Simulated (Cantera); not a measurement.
Input: 1 mol SiHCl3, 8.7 mol NH3, equilibrated at 1.00 Torr.

Equilibrium computed with Cantera from the NASA thermochemical tables; the gas is ideal and each condensed phase is pure. Candidate condensed phases: NH4Cl, Si, Si3N4; 28 gas species. The numbers say what is thermodynamically allowed, not how fast it happens.

Over these rows the condensed part is Si3N4(s). Partial pressures as log10 of bar:

```csv
T (K),1000/T (1/K),log p SiCl2,log p H2,log p N2,log p HCl
975,1.0256,-9.21,-3.07,-3.58,-3.67
1025,0.9756,-8.51,-3.07,-3.58,-3.67
1075,0.9302,-7.88,-3.07,-3.58,-3.67
1125,0.8889,-7.31,-3.07,-3.58,-3.67
1175,0.8511,?,-3.07,-3.58,-3.67
1225,0.8163,-6.32,-3.07,-3.58,-3.67
```

Question: Fit log p(SiCl2) = a + b·(1000/T) to the five rows, give the apparent enthalpy, and predict the row at 1175 K.

Answer: Means: 1000/T = 0.9273, log p = -7.846. Sxy = -0.356219, Sxx = 0.0257997, so b = -13.81 and a = -7.846 − (-13.81)×0.9273 = 4.96.
Apparent enthalpy: −19.145 × (-13.81) = 264 kJ/mol. With the condensed phases at unit activity, 1/3 Si3N4(s) + 2 HCl(g) = SiCl2(g) + H2(g) + 2/3 N2(g) links this pressure to the main gases: over the six rows their terms move log p by +0.00 in all, so the slope is close to that reaction's ΔH°. The five rows lie within 0.01 of the line.
Prediction at 1175 K: 4.96 + (-13.81)×0.8511 = -6.79. The computed value is -6.79, 0.00 from the line.
